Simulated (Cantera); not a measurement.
What does this Cantera script print?

```python
import numpy as np
import cantera as ct

gas_names = [...]  # 123 gases of nasa_gas.yaml made of C, H, O, Si
cond_names = """
    C(gr) C6H6(L) C7H8(L) C8H18(L),n-octa H2O(s) H2O(L) Si(cr) Si(L) SiC(b) SiO2(Lqz) SiO2(hqz) SiO2(L)
""".split()


# ... load() reads the species with a 1 bar reference pressure and builds the phases ...
atoms = {
    'HMDSO': {'Si': 2, 'C': 6, 'H': 18, 'O': 1},
    'CO2': {'C': 1, 'O': 2},
    'H2': {'H': 2},
}
top_T = {'C(gr)': 4500, 'SiC(b)': 3050}  # K; cautious upper limits of use, not melting points


# ... equilibrate(T, P, feed) seeds the gas with the atoms and calls Mixture.equilibrate('TP', solver="vcs", rtol=1e-11, max_steps=5000) ...
results = []
T = 1598.15  # K
P = 100000  # Pa
for m in [1.3, 1.7, 2.2, 2.8, 3.6, 4.6, 5.9]:
    feed = {'HMDSO': 1, 'CO2': m, 'H2': 22}  # mol
    mix = equilibrate(T, P, feed)
    results.append((T, P, feed, dict(zip(mix.species_names, mix.species_moles))))

top = {s: max(r[3][s] / sum(r[3][g] for g in gas_names) for r in results) for s in gas_names}
cols = sorted((s for s in top if top[s] > 0.0001), key=lambda s: -top[s])[:7]
seen = [c for c in cond_names if any(r[3].get(c, 0) > 1e-12 for r in results)]
print("log10 of partial pressures in bar; condensed amounts in mol")
print(f"{'n(CO2)':>10s}" + "".join(f"{s[:9]:>10s}" for s in cols + seen))
for T, P, feed, n in results:
    ng = sum(n[g] for g in gas_names)
    print(f"{feed['CO2']:10.4g}" + "".join(f"{np.log10(max(n[s] / ng * P / 1e5, 1e-99)):10.3f}" for s in cols)
          + "".join(f"{n.get(c, 0):10.4g}" for c in seen))
```

It prints:

```
log10 of partial pressures in bar; condensed amounts in mol
    n(CO2)        H2        CO       CH4       SiO       H2O     C(gr)    SiC(b) SiO2(hqz)
       1.3    -0.046    -1.009    -2.875    -3.549    -4.108     2.008     1.879     0.111
       1.7    -0.046    -1.009    -2.875    -3.549    -4.108     2.808     1.479     0.511
       2.2    -0.046    -1.009    -2.875    -3.549    -4.108     3.808    0.9793     1.011
       2.8    -0.046    -1.009    -2.875    -3.549    -4.108     5.008    0.3793     1.611
       3.6    -0.056    -0.922    -2.896    -3.635    -4.032     5.349         0     1.992
       4.6    -0.080    -0.778    -2.944    -3.780    -3.911     4.355         0     1.994
       5.9    -0.109    -0.655    -3.002    -3.903    -3.818      3.06         0     1.995
```

Method: chemical equilibrium by Gibbs-energy minimisation in Cantera with the NASA 1993 tables (ideal gas, pure condensed phases). The feed counts by its element totals alone. Mutual solubility and eutectic melting of coexisting phases are not modelled. The tables hold silica as quartz up to 1696 K and as liquid above; real silica turns to tridymite and cristobalite and melts near 1996 K.
